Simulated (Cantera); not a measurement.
**Counterflow diffusion flame**

A counterflow diffusion flame at 0.454 atm, nozzles 20 mm apart: fuel side 100 % CH4 at 400 K, oxidiser side 25.0 % O2, 75.0 % N2 at 450 K, fuel mass flux 0.75 times the oxidiser's; mixture-averaged transport, no radiation.

Detailed kinetics in Cantera: GRI-Mech 3.0 (53 species, 325 reactions). GRI-Mech 3.0 has no aromatics or soot, which form on the fuel side of real flames. The maximum strain rate includes the flame's own expansion and is several times the mean.

| oxidiser flux (kg/m²/s) | max strain (1/s) | mean strain (1/s) | T max (K) | peak x OH | peak x H | peak x NO | peak x CO | peak x C2H2 |
|---|---|---|---|---|---|---|---|---|
| 0.12 | 200 | 37.1 | 2167 | 0.0121 | 0.00799 | 0.000316 | 0.0765 | 0.0173 |
| 0.16 | 254 | 49.5 | 2153 | 0.0119 | 0.00818 | 0.000290 | 0.0752 | 0.0167 |
| 0.23 | 348 | 71.1 | 2139 | 0.0116 | 0.00845 | 0.000258 | 0.0740 | 0.0160 |
| 0.33 | 477 | 102 | 2123 | 0.0114 | 0.00869 | 0.000223 | 0.0730 | 0.0152 |
| 0.46 | 641 | 142 | 2107 | 0.0110 | 0.00883 | 0.000189 | 0.0723 | 0.0144 |
| 0.66 | 887 | 204 | 2085 | 0.0105 | 0.00886 | 0.000149 | 0.0717 | 0.0131 |
| 0.93 | 1210 | 288 | 2059 | 0.00983 | 0.00870 | 0.000111 | 0.0715 | 0.0116 |
| 1.3 | 1640 | 402 | 2025 | 0.00892 | 0.00825 | 7.44e-5 | 0.0717 | 0.00960 |
| 1.9 | 2310 | 587 | 1956 | 0.00715 | 0.00687 | 3.31e-5 | 0.0715 | 0.00621 |
x: mole fraction; the columns are a selection and need not sum to one.
